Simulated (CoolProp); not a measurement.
200 sccm (0 °C, 1 atm) of nitrogen bubbles through liquid dimethyl carbonate at 309.5 K and leaves saturated at a total pressure of 0.15 MPa (ideal gas phase). Each further row changes one setting.

Model: reference Helmholtz-energy equation of state, Zhou 2011, in CoolProp.

| case | vapour pressure (kPa) | mole fraction of vapour | delivery (mg/min) | delivery (sccm) | change of delivery for a bath 1 K warmer (%) |
|---|---|---|---|---|---|
| as stated | 12.7 | 0.0845 | 74.2 | 18.5 | 5.2 |
| bath temperature 314.5 K | 16.0 | 0.106 | 95.7 | 23.8 | 5.2 |
| total pressure 0.3 MPa | 12.7 | 0.0423 | 35.5 | 8.82 | 5.0 |
